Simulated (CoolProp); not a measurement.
Vapour pressure (MPa) of sulfur hexafluoride: the reference equation beside estimates from Tc = 45.6 °C, pc = 3.755 MPa, ω = 0.210. Clausius-Clapeyron is anchored at -10.25 °C with a constant enthalpy of vaporisation of 13.27 kJ/mol.

The numbers come from the reference Helmholtz-energy equation of state, Guder 2009 in CoolProp.

```csv
T (°C),reference,Lee-Kesler,Clausius-Clapeyron
-23.65,0.6117,0.6219,0.6733
-20.95,0.6685,0.6792,0.7210
-18.25,0.7291,0.7403,0.7710
-15.65,0.7913,0.8028,0.8213
-12.95,0.8599,0.8717,0.8758
-10.25,0.9328,0.9448,0.9328
-7.55,1.010,1.022,0.9921
-4.85,1.092,1.104,1.054
-2.15,1.179,1.191,1.118
0.55,1.271,1.283,1.185
3.25,1.368,1.380,1.255
5.95,1.470,1.482,1.327
```

Absolute difference from the reference over all 12 rows, mean and median: Lee-Kesler 1.2 and 1.2 %, Clausius-Clapeyron 5.4 and 5.5 %.
